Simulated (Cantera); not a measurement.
## Gas-phase reforming

An isothermal, constant-pressure homogeneous reactor starts with CH4 : CO2 : H2 = 1 : 1.8 : 0.48 (molar parts), at 1973 K and 1.00 bar.

Computed with Cantera and GRI-Mech 3.0 (53 species, 325 reactions).

```json
[
 {"t (s)": "7.00e-5", "x CH4": "0.240", "x CO2": "0.515", "x H2": "0.187", "x HO2": "1.84e-11", "x C2H6": "0.00101"},
 {"t (s)": "0.000252", "x CH4": "0.132", "x CO2": "0.414", "x H2": "0.260", "x HO2": "3.25e-11", "x C2H6": "0.000328"},
 {"t (s)": "0.000910", "x CH4": "0.0423", "x CO2": "0.239", "x H2": "0.238", "x HO2": "4.90e-11", "x C2H6": "5.27e-5"},
 {"t (s)": "0.00328", "x CH4": "0.0114", "x CO2": "0.105", "x H2": "0.205", "x HO2": "5.84e-11", "x C2H6": "7.07e-6"},
 {"t (s)": "0.0118", "x CH4": "0.00794", "x CO2": "0.0673", "x H2": "0.270", "x HO2": "2.20e-11", "x C2H6": "2.41e-6"},
 {"t (s)": "0.0427", "x CH4": "0.00353", "x CO2": "0.0433", "x H2": "0.331", "x HO2": "8.45e-12", "x C2H6": "3.60e-7"},
 {"t (s)": "0.154", "x CH4": "0.000175", "x CO2": "0.0361", "x H2": "0.353", "x HO2": "5.87e-12", "x C2H6": "8.18e-10"},
 {"t (s)": "0.555", "x CH4": "9.78e-9", "x CO2": "0.0360", "x H2": "0.354", "x HO2": "5.95e-12", "x C2H6": "<1e-12"},
 {"t (s)": "2.00", "x CH4": "9.78e-9", "x CO2": "0.0360", "x H2": "0.354", "x HO2": "5.95e-12", "x C2H6": "<1e-12"}
]
```
x: mole fraction; the columns are a selection and need not sum to one.

Equilibrium at this temperature and pressure: CH4 1.11e-8, CO2 0.0360, H2 0.354, HO2 5.95e-12, C2H6 <1e-12 (gas phase only).
